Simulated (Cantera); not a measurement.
Input (Python, Cantera) and output of one run.

```python
import numpy as np
import cantera as ct

gas_names = """
    B BCL BCLF BCL2 BCL3 BF BF2 BF3 BO BOCL BOF BOF2 BO2 B2 B2O B2O2 B2O3 B3O3CL3 B3O3F3 CL CLF CLF3 CLO
    CL2 F FO FO2 F2 F2O O O2 O3 Si SiCL SiCL2 SiCL3 SiCL4 SiF SiF2 SiF3 SiF4 SiO SiO2 Si2 Si3
""".split()
cond_names = """
    B(b) B(L) B2O3(L) Si(cr) Si(L) SiO2(Lqz) SiO2(hqz) SiO2(L)
""".split()


def load(file, names, dense=False):
    # The tables refer to 1 bar. Condensed volumes are neglected.
    table = {s.name: s for s in ct.Species.list_from_file(file)}
    out = []
    for n in names:
        d = dict(table[n].input_data)
        d["thermo"] = dict(d["thermo"], **{"reference-pressure": 1e5})
        if dense:
            d["equation-of-state"] = {"model": "constant-volume", "density": "1e6 g/cm^3"}
        out.append(ct.Species.from_dict(d))
    return out


gas = ct.Solution(thermo="ideal-gas", species=load("nasa_gas.yaml", gas_names))
cond = {s.name: ct.Solution(thermo="fixed-stoichiometry", species=[s], name=s.name)
        for s in load("nasa_condensed.yaml", cond_names, dense=True)}
atoms = {
    'SiO2': {'Si': 1, 'O': 2},
    'BCl3': {'B': 1, 'CL': 3},
    'O2': {'O': 2},
    'F2': {'F': 2},
}
top_T = {}  # K; cautious upper limits of use, not melting points


def equilibrate(T, P, feed):
    n = {}
    for name, mol in feed.items():
        for a, k in atoms[name].items():
            n[a] = n.get(a, 0.0) + k * mol
    gas.TPX = T, P, n
    mass = sum(n.values()) * gas.mean_molecular_weight
    gas.equilibrate("TP")
    valid = [c for c in cond.values() if c.min_temp <= T <= top_T.get(c.name, c.max_temp)]
    mix = ct.Mixture([(gas, mass / gas.mean_molecular_weight)] + [(c, 0.0) for c in valid])
    mix.T, mix.P = T, P
    mix.equilibrate("TP", solver="vcs", rtol=1e-11, max_steps=5000)
    return mix


results = []
feed = {'SiO2': 1, 'BCl3': 0.76, 'O2': 2.4, 'F2': 0.56}  # mol
P = 410  # Pa
for T in [1123, 1148, 1173, 1198, 1223, 1248, 1273, 1298, 1323, 1348, 1373]:
    mix = equilibrate(T, P, feed)
    results.append((T, P, feed, dict(zip(mix.species_names, mix.species_moles))))

top = {s: max(r[3][s] / sum(r[3][g] for g in gas_names) for r in results) for s in gas_names}
cols = sorted((s for s in top if top[s] > 0.0001), key=lambda s: -top[s])[:6]
seen = [c for c in cond_names if any(r[3].get(c, 0) > 1e-12 for r in results)]
print("log10 of partial pressures in bar; condensed amounts in mol")
print(f"{'T/K':>10s}" + "".join(f"{s[:9]:>10s}" for s in cols + seen))
for T, P, feed, n in results:
    ng = sum(n[g] for g in gas_names)
    print(f"{T:10.4g}" + "".join(f"{np.log10(max(n[s] / ng * P / 1e5, 1e-99)):10.3f}" for s in cols)
          + "".join(f"{n.get(c, 0):10.4g}" for c in seen))
```

Output:

```
log10 of partial pressures in bar; condensed amounts in mol
       T/K        O2       CL2        CL       BOF       BF3    B3O3F3   B2O3(L) SiO2(hqz)
      1123    -2.629    -2.908    -4.152    -4.394    -3.450    -4.363    0.1444    0.9969
      1148    -2.631    -2.915    -4.029    -4.209    -3.462    -4.364    0.1377     0.997
      1173    -2.635    -2.924    -3.913    -4.034    -3.478    -4.372    0.1283    0.9972
      1198    -2.640    -2.936    -3.803    -3.869    -3.501    -4.386    0.1156    0.9975
      1223    -2.647    -2.952    -3.699    -3.714    -3.534    -4.411   0.09822    0.9977
      1248    -2.656    -2.971    -3.602    -3.571    -3.580    -4.450   0.07516     0.998
      1273    -2.666    -2.995    -3.511    -3.440    -3.644    -4.507   0.04537    0.9984
      1298    -2.679    -3.025    -3.427    -3.324    -3.733    -4.590  0.008547    0.9988
      1323    -2.688    -3.054    -3.346    -3.279    -3.764    -4.872         0    0.9983
      1348    -2.695    -3.085    -3.269    -3.266    -3.776    -5.232         0    0.9972
      1373    -2.701    -3.120    -3.198    -3.262    -3.792    -5.603         0    0.9954
```

Equilibrium computed with Cantera from the NASA thermochemical tables; the gas is ideal and each condensed phase is pure. Mutual solubility and eutectic melting of coexisting phases are not modelled. The tables' values for BOCl are old estimates; treat these amounts as uncertain. The tables hold silica as quartz up to 1696 K and as liquid above; real silica turns to tridymite and cristobalite and melts near 1996 K. Condensed phases not in the tables: borates and borosilicate glass, alloys, solid solutions and most ternary compounds.
